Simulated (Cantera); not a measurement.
Input: 1 mol C₂H₂, 1.7 mol NH₃, 0.75 mol H₂, equilibrated at 2248.15 K and 0.000150 bar.

These are equilibrium values from Cantera (NASA tables, ideal gas, pure condensed phases), not measurements of a reactor. Candidate condensed phases: C, C₆H₆, C₇H₈, C₈H₁₈; 92 gas species. Kinetics and transport are ignored.

Base state: H₂ 0.456, H 0.406, N₂ 0.127, HCN 0.00845, C₂H₂ (acetylene) 0.00151, HNC 0.000716, CN 0.000292, C₂H 5.31e-5 (mole fractions); condensed: C(graphite).

### Question
What changes in the equilibrium state with this change: pressure from 0.000150 bar to 11.0 bar?

### Answer
| species | before | after |
|---|---|---|
| H₂ | 0.456 | 0.821 |
| N₂ | 0.127 | 0.158 |
| HCN | 0.00845 | 0.0127 |
| H | 0.406 | 0.00201 |
| CH₄ | 7.42e-9 | 0.00176 |
| C₂H₄ | <1e-9 | 4.83e-5 |
| NH₃ | <1e-9 | 4.53e-5 |
| C(graphite), mol | 1.92 | 1.89 |
